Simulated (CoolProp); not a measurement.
Computed with CoolProp (reference Helmholtz-energy equation of state, Pan 2012).

**Question.** For R236FA, give the phase and the Z, cp (kJ/(kg K)), speed of sound (m/s), Joule-Thomson coefficient (K/MPa) at 126.85 °C and 2.18 MPa.

**Answer.** 
- 126.85 °C and 2.18 MPa: gas; Z 0.710, cp 1.29, speed of sound 113, Joule-Thomson coefficient 13.0
